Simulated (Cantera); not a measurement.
Standard-state values (1 bar) from the NASA 1993 polynomials, evaluated with Cantera. Values are per mole of reaction as written; species without (g) are pure solids or liquids, kept so even where they would boil at 1 bar.

**Question.** Between 523 and 973 K, where is each reaction favourable under standard conditions?
- CO(g) + 2 Cu ⇌ C + Cu2O
- Cu2O ⇌ 2 Cu + O(g)

**Answer.** 
- CO(g) + 2 Cu ⇌ C + Cu2O: ΔG° is 27 kJ at 523 K and 100 kJ at 973 K; it stays positive (K < 1). ΔH° is -56 kJ and ΔS° -161 J/K at 973 K.
- Cu2O ⇌ 2 Cu + O(g): ΔG° is 349 kJ at 523 K and 287 kJ at 973 K; it stays positive (K < 1). ΔH° is 420 kJ and ΔS° 137 J/K at 973 K.
